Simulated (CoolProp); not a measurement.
Vapour-liquid equilibrium of acetone (1) + dimethyl carbonate (2) at 0.0335 MPa; x and y are mole fractions of (1).

Computed with CoolProp (multi-fluid Helmholtz-energy mixture model, Lemmon 2006 and Zhou 2011; pair parameters Bell 2016).

```tsv
x	bubble temperature, mixture model (°C)	bubble temperature, Raoult's law (°C)	y, mixture model	y, Raoult's law
0.05	55.6	56.1	0.167	0.151
0.15	50.2	51.1	0.397	0.382
0.25	46.0	46.8	0.550	0.545
0.35	42.5	43.1	0.661	0.665
0.45	39.5	39.8	0.746	0.755
0.55	36.8	36.9	0.814	0.825
0.65	34.3	34.4	0.870	0.879
0.75	32.0	32.0	0.916	0.923
0.85	29.9	29.9	0.955	0.958
0.95	27.9	27.9	0.986	0.987
```

The largest gap from Raoult's law is -0.9 K in bubble temperature, at x = 0.15. No azeotrope shows between x = 0.05 and 0.95.

The pair parameters rest on a limited set of measurements; away from them the model extrapolates.
